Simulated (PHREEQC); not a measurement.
Consider water at 88 °C with 0.0055 mol/kgw HF, 0.00032 mol/kgw NH4HF2 and 0.066 mol/kgw H2SiF6. Closed to the air; pH follows from the charge balance.

Model: ion-association model, phreeqc.dat, run in PHREEQC.

Each row changes one thing in this solution. No solid was allowed to form.

| case | pH | ionic strength (mol/kgw) | HF (mol/kgw) | F- (mol/kgw) | HF2- (mol/kgw) |
|---|---|---|---|---|---|
| as made | 1.04 | 0.175 | 0.0525 | 0.000166 | 3.60e-5 |
| H2SiF6 left out | 3.08 | 0.00119 | [?] | 0.00117 | 2.40e-5 |
| NH4HF2 from 0.00032 to 0.00064 mol/kgw | 1.04 | 0.175 | 0.0526 | 0.000167 | 3.62e-5 |
| H2SiF6 from 0.066 to 0.0726 mol/kgw | 1.00 | 0.194 | [?] | 0.000158 | 3.54e-5 |
| HF left out | 1.05 | 0.173 | 0.0515 | 0.000164 | 3.50e-5 |
| temperature from 88 to 45 °C | 0.99 | 0.192 | 0.0175 | 0.000118 | 8.75e-6 |
| diluted 5-fold with water | 1.81 | 0.0269 | 0.0271 | 0.000400 | 4.51e-5 |

### Question
Some entries are withheld; supply them.

### Answer

- H2SiF6 left out, HF (mol/kgw): 0.00492
- H2SiF6 from 0.066 to 0.0726 mol/kgw, HF (mol/kgw): 0.0542

Some of these states are supersaturated (in SiO2(a), Quartz (slow to form), Chalcedony (slow to form), for instance). Away from 25 °C the constants follow the database's enthalpies or fits; those with neither stay at their 25 °C values. SiF6-2 is the database's only silicon fluoride.
